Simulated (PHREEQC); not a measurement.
**Hard or scaling water: an equilibrium model**

Dissolve 0.00015 mol/kgw Ca(HCO3)2, 0.008 mol/kgw NaF and 0.00043 mol/kgw NaCl at 25 °C. Closed to the air; pH follows from the charge balance.

Equilibrium calculation in PHREEQC: ion-association model, phreeqc.dat.

```json
{
  "pH": "8.13",
  "ionic_strength": "0.00885 mol/kgw",
  "specific_conductance": "859 µS/cm",
  "total_alkalinity": "0.300 meq/kg"
}
```

```csv
species,molality,activity,log γ
Na+,0.00840,0.00762,-0.042
F-,0.00797,0.00721,-0.043
Cl-,0.000430,0.000389,-0.043
HCO3-,0.000291,0.000265,-0.041
Ca+2,0.000149,0.000102,-0.165
NaF,3.16e-5,3.16e-5,0.001
CO2,4.41e-6,4.42e-6,0.001
CO3-2,2.44e-6,1.67e-6,-0.164
OH-,1.51e-6,1.36e-6,-0.043
NaHCO3,1.13e-6,1.13e-6,0.001
CaHCO3+,3.79e-7,3.45e-7,-0.040
```

This is a speciation only: nothing precipitates in the calculation. Saturation is exceeded, for instance for Fluorite; the values hold only as long as no solid forms.
